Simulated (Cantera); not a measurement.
An adiabatic, constant-volume homogeneous reactor starts with CH4 : H2 : O2 : N2 = 1 : 0.61 : 4.27 : 17.9 (molar parts), equivalence ratio 0.54, at 1575 K and 323 Torr. Integrator tolerance rtol = 1e-08.

Model: GRI-Mech 3.0 (53 species, 325 reactions), integrated in Cantera.

Q: What does this change do: 0.082 parts C2H6 added?

A: 
```csv
quantity,before,after
time of steepest temperature rise,0.258 ms,0.137 ms
temperature at 2.00 s,2584 K,2640 K
equilibrium temperature,2584 K,2640 K
x(CH4) at 2.00 s,<1e-12 (gas-phase equilibrium <1e-12),<1e-12 (gas-phase equilibrium <1e-12)
x(H2) at 2.00 s,0.00375 (gas-phase equilibrium 0.00375),0.00543 (gas-phase equilibrium 0.00543)
x(O2) at 2.00 s,0.0741 (gas-phase equilibrium 0.0741),0.0633 (gas-phase equilibrium 0.0633)
x(CO2) at 2.00 s,0.0336 (gas-phase equilibrium 0.0336),0.0358 (gas-phase equilibrium 0.0358)
x(O) at 2.00 s,0.00704 (gas-phase equilibrium 0.00704),0.00827 (gas-phase equilibrium 0.00827)
```

Q: What does this change do: pressure from 323 Torr to 503 Torr?

A: 
| quantity | before | after |
|---|---|---|
| time of steepest temperature rise | 0.258 ms | 0.171 ms |
| temperature at 2.00 s | 2584 K | 2607 K |
| equilibrium temperature | 2584 K | 2607 K |
| x(CH4) at 2.00 s | <1e-12 (gas-phase equilibrium <1e-12) | <1e-12 (gas-phase equilibrium <1e-12) |
| x(H2) at 2.00 s | 0.00375 (gas-phase equilibrium 0.00375) | 0.00336 (gas-phase equilibrium 0.00336) |
| x(O2) at 2.00 s | 0.0741 (gas-phase equilibrium 0.0741) | 0.0738 (gas-phase equilibrium 0.0738) |
| x(CO2) at 2.00 s | 0.0336 (gas-phase equilibrium 0.0336) | 0.0344 (gas-phase equilibrium 0.0344) |
| x(O) at 2.00 s | 0.00704 (gas-phase equilibrium 0.00704) | 0.00622 (gas-phase equilibrium 0.00622) |
